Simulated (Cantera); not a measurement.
Feed: 1 mol (CH₃)₂SiCl₂, 0.071 mol C₂H₄, 1.5 mol H₂, 0.0099 mol C₃H₈, equilibrated at 1250 K and 0.280 bar.

These are equilibrium values from Cantera (NASA tables, ideal gas, pure condensed phases), not measurements of a reactor. Candidate condensed phases: C, C₆H₆, C₇H₈, C₈H₁₈, Si, SiC; 109 gas species. The feed counts by its element totals alone. The tables' values for SiCl₃ are old estimates; treat these amounts as uncertain. Kinetics and transport are ignored.

Base state: H₂ 0.720, HCl 0.248, SiCl₄ 0.0254, SiHCl₃ 0.00262, CH₄ 0.00160, SiCl₃ 0.00131, SiCl₂ 0.000487, SiH₂Cl₂ 3.68e-5 (mole fractions); condensed: C(graphite) + SiC(s).

What changes in the equilibrium state with this change: temperature from 1250 K to 2423 K?


| species | before | after |
|---|---|---|
| H₂ | 0.720 | 0.655 |
| HCl | 0.248 | 0.266 |
| SiCl₂ | 0.000487 | 0.0338 |
| H | 7.75e-7 | 0.0271 |
| SiCl₄ | 0.0254 | 3.20e-6 |
| Si | <1e-9 | 0.00186 |
| SiCl | <1e-9 | 0.00178 |
| C(graphite), mol | 1.33 | 1.33 |
| SiC(s), mol | 0.836 | 0.774 |
The tables' values for SiCl, SiCl₃ are old estimates; treat these amounts as uncertain. Gases not in the tables: Si₂H₆ and higher silanes.

What changes in the equilibrium state with this change: C₃H₈ from 0.0099 to 0.81 mol?


```tsv
species	before	after
H₂	0.720	0.796
HCl	0.248	0.192
SiCl₄	0.0254	0.00746
SiCl₃	0.00131	0.000525
SiHCl₃	0.00262	0.00110
SiCl₂	0.000487	0.000264
SiH₂Cl₂	3.68e-5	2.20e-5
CH₄	0.00160	0.00195
C(graphite), mol	1.33	3.64
SiC(s), mol	0.836	0.918
```
